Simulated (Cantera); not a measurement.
Input: 1 mol BN, 2.4 mol F2, 0.43 mol H2, at 1173 K and 0.0133 bar.

Method: chemical equilibrium by Gibbs-energy minimisation in Cantera with the NASA 1993 tables (ideal gas, pure condensed phases). Candidate condensed phases: B, BN; 31 gas species. Rates play no part.

Base state: BF3 0.305, F 0.275, HF 0.262, N2 0.152, F2 0.00560 (mole fractions); condensed: gas only.

Problem. What changes in the equilibrium state with this change: H2 from 0.43 to 6 mol?

Solution. 
| species | before | after |
|---|---|---|
| H2 | <1e-9 | 0.607 |
| HF | 0.262 | 0.214 |
| BF3 | 0.305 | 0.119 |
| F | 0.275 | <1e-9 |
| N2 | 0.152 | 0.0595 |
| F2 | 0.00560 | <1e-9 |
| BHF2 | <1e-9 | 1.67e-5 |
